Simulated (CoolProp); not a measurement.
Hydrogen chloride along the isotherm 67.95 °C: Z from the reference equation and from simpler models built on Tc = 51.5 °C, pc = 8.314 MPa, ω = 0.130; each cubic takes its own stable root.

Model: reference Helmholtz-energy equation of state, Thol 2018, in CoolProp.

```
p (MPa)          phase  reference  van der Waals  Redlich-Kwong  Peng-Robinson
-------  -------------  ---------  -------------  -------------  -------------
2.97               gas     0.8783         0.8976         0.8871         0.8762
5.94               gas     0.7363         0.7692         0.7521         0.7335
8.91     supercritical     0.5492         0.5687         0.5664         0.5497
11.9     supercritical     0.2943         0.3733         0.3546         0.3446
14.8     supercritical     0.2928         0.4096         0.3608         0.3373
17.8     supercritical     0.3236         0.4607         0.3941         0.3638
20.8     supercritical     0.3591         0.5144         0.4325         0.3967
23.8     supercritical     0.3958         0.5688         0.4723         0.4317
26.7     supercritical     0.4316         0.6214         0.5113         0.4661
29.7     supercritical     0.4686         0.6756         0.5515         0.5018
32.7     supercritical     0.5053         0.7293         0.5915         0.5375
35.6     supercritical     0.5406         0.7810         0.6299         0.5718
38.6     supercritical     0.5768         0.8340         0.6694         0.6071
41.6     supercritical     0.6128         0.8867         0.7085         0.6421
```
